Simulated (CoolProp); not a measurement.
Vapour-liquid equilibrium of n-butane (1) + cyclohexane (2) at 308.9 K; x and y are mole fractions of (1).

The numbers come from the multi-fluid Helmholtz-energy mixture model, Bücker 2006 and Zhou 2014; pair parameters Bell 2016 in CoolProp.

Q: Give the bubble pressure and the first vapour's composition at x = 0.05, 0.125, 0.875. Is there an azeotrope?

A: x = 0.05: 0.3209 bar, y = 0.383; x = 0.125: 0.5173 bar, y = 0.646; x = 0.875: 2.943 bar, y = 0.990. No azeotrope shows between x = 0.05 and 0.95.

The pair parameters rest on a limited set of measurements; away from them the model extrapolates.
